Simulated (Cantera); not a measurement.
Feed: 1 mol MgSO₄, 14 mol O₂, held at 10.0 Torr.

Method: chemical equilibrium by Gibbs-energy minimisation in Cantera with the NASA 1993 tables (ideal gas, pure condensed phases). Candidate condensed phases: Mg, MgO, MgS, MgSO₄, S; 14 gas species. Mutual solubility and eutectic melting of coexisting phases are not modelled. Rates play no part.

x: gas mole fraction; n: condensed amount in mol.

```tsv
T (°C)	x O₂	x SO₂	x O	x SO₃	x SO	x Mg	n MgSO₄(s)	n MgO(s)
602	1.000	2.82e-6	1.78e-11	3.16e-6	<1e-12	<1e-12	1.000	0
752	0.994	0.00552	2.85e-9	0.000862	<1e-12	<1e-12	0.910	0.0902
902	0.935	0.0624	1.22e-7	0.00220	[?]	<1e-12	0	1.00
1052	0.935	0.0638	2.31e-6	0.000735	[?]	<1e-12	0	1.00
1202	0.935	0.0642	2.40e-5	0.000305	[?]	<1e-12	0	1.00
1352	0.935	0.0644	0.000163	0.000149	[?]	1.18e-10	0	1.00
1502	0.935	0.0644	0.000802	8.26e-5	[?]	1.14e-8	0	1.00
1652	0.933	0.0643	0.00308	5.02e-5	[?]	5.37e-7	0	1.000
1802	0.926	0.0640	0.00971	3.26e-5	[?]	1.44e-5	0	1.000
```

Task: Fill in the missing entries.

Result: 
- 902, x SO: 2.41e-10
- 1052, x SO: 8.19e-9
- 1202, x SO: 1.34e-7
- 1352, x SO: 1.30e-6
- 1502, x SO: 8.60e-6
- 1652, x SO: 4.23e-5
- 1802, x SO: 0.000165
